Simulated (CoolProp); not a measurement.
R507A along the isotherm 273.5 K: density (kg/m³) from the reference equation and from simpler models built on Tc = 343.8 K, pc = 3.705 MPa, ω = 0.286; each cubic takes its own stable root.

Values from CoolProp's reference Helmholtz-energy equation of state, Lemmon 2003. It is a pseudo-pure fit of the blend.

| p (MPa) | phase | reference |
|---|---|---|
| 2.85 | liquid | 1169 |
| 5.7 | liquid | 1184 |
| 8.55 | liquid | 1198 |
| 11.4 | liquid | 1211 |
| 14.2 | liquid | 1222 |
| 17.1 | liquid | 1233 |
| 19.9 | liquid | 1242 |
| 22.8 | liquid | 1252 |
| 25.6 | liquid | 1260 |
| 28.5 | liquid | 1269 |
| 31.3 | liquid | 1276 |
| 34.2 | liquid | 1284 |
| 37 | liquid | 1291 |

How far does each simpler model (van der Waals, Redlich-Kwong, Soave-Redlich-Kwong, Peng-Robinson) lie from the reference over these 13 states: mean and median of the absolute difference, and the worst?


- van der Waals: mean 37.0 %, median 36.4 %, worst -41.4 % at 273.5 K and 2.85 MPa
- Redlich-Kwong: mean 13.4 %, median 12.8 %, worst -17.5 % at 273.5 K and 2.85 MPa
- Soave-Redlich-Kwong: mean 11.1 %, median 10.8 %, worst -13.4 % at 273.5 K and 2.85 MPa
- Peng-Robinson: mean 0.7 %, median 0.6 %, worst -2.1 % at 273.5 K and 2.85 MPa
